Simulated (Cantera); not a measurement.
# Ignition delay

Mixture: 7.04 % CO, 8.45 % H₂, 0.704 % CH₄, 19.5 % O₂, 64.3 % N₂, equivalence ratio 0.47, at 120000 Pa, adiabatic and at constant volume. Ignition delay is the time to a rise of 400 K.

Model: GRI-Mech 3.0 (53 species, 325 reactions), integrated in Cantera. Where the delays flatten at high temperature, the 400 K rule measures the pace of heat release, not the induction time.

```json
[
 {"T0 (K)": "1200", "delay (ms)": "0.0553"},
 {"T0 (K)": "1275", "delay (ms)": "0.0386"},
 {"T0 (K)": "1350", "delay (ms)": "0.0295"},
 {"T0 (K)": "1425", "delay (ms)": "0.0242"},
 {"T0 (K)": "1500", "delay (ms)": "0.0210"},
 {"T0 (K)": "1575", "delay (ms)": "0.0192"},
 {"T0 (K)": "1650", "delay (ms)": "0.0182"},
 {"T0 (K)": "1725", "delay (ms)": "0.0180"},
 {"T0 (K)": "1800", "delay (ms)": "0.0183"}
]
```
